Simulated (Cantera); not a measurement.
Charge: 1 mol SiO2, a varied amount of C, 0.038 mol H2, at 1850 K and 1 atm.

Method: chemical equilibrium by Gibbs-energy minimisation in Cantera with the NASA 1993 tables (ideal gas, pure condensed phases). Candidate condensed phases: C, C6H6, C7H8, C8H18, H2O, Si, SiC, SiO2; 123 gas species. Mutual solubility and eutectic melting of coexisting phases are not modelled. The tables hold silica as quartz up to 1696 K and as liquid above; real silica turns to tridymite and cristobalite and melts near 1996 K. Rates play no part.

x: gas mole fraction; n: condensed amount in mol.

```csv
n(C) (mol),x CO,x H2,x SiO,x H,x H2O,x CH4,x CO2,n SiC(s),n SiO2(condensed)
0.0061,0.103,0.862,0.0334,0.000497,0.000144,6.93e-5,4.30e-6,0.00154,0.997
0.012,(withheld),(withheld),(withheld),0.000477,0.000159,8.41e-5,(withheld),(withheld),0.995
0.024,0.295,0.681,0.0236,0.000442,0.000161,8.69e-5,1.74e-5,0.00756,0.991
0.049,0.456,0.523,0.0204,0.000387,0.000143,6.85e-5,3.11e-5,0.0158,0.983
0.098,(withheld),(withheld),0.0184,(withheld),(withheld),(withheld),(withheld),(withheld),0.966
0.19,0.757,0.225,0.0172,0.000254,7.30e-5,1.78e-5,6.11e-5,0.0624,0.935
0.39,0.859,0.125,0.0165,0.000189,4.21e-5,5.93e-6,7.23e-5,0.128,0.867
0.78,0.917,0.0665,0.0162,0.000138,2.30e-5,1.77e-6,7.89e-5,0.257,0.734
```

### Question
Some entries are withheld; supply them.

### Answer

- 0.012, x CO: 0.177
- 0.012, x H2: 0.795
- 0.012, x SiO: 0.0280
- 0.012, x CO2: 8.78e-6
- 0.012, n SiC(s): 0.00356
- 0.098, x CO: 0.623
- 0.098, x H2: 0.358
- 0.098, x H: 0.000320
- 0.098, x H2O: 0.000109
- 0.098, x CH4: 3.96e-5
- 0.098, x CO2: 4.71e-5
- 0.098, n SiC(s): 0.0320
